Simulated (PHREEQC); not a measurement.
Solution (25 °C): 7.4 mol KOH and 0.027 mol NaHCO3 per kg of water. Closed to the air; pH follows from the charge balance.

Equilibrium calculation in PHREEQC: Pitzer model, pitzer.dat.

Each row changes one thing in this solution. Precipitation was switched off in this run.

| case | pH | ionic strength (mol/kgw) |
|---|---|---|
| as made | 16.05 | 7.45 |
| NaHCO3 from 0.027 to 0.135 mol/kgw | 16.05 | 7.67 |
| KOH from 7.4 to 0.74 mol/kgw | 13.76 | 0.794 |
| NaHCO3 left out | 16.05 | 7.40 |
| temperature from 25 to 35 °C | 15.71 | 7.45 |
| temperature from 25 to 20 °C | 16.23 | 7.45 |
| KOH from 7.4 to 6.66 mol/kgw | 15.82 | 6.71 |

Species that the database lacks are ignored. In brines, pH and single-ion activities rest on the MacInnes convention.
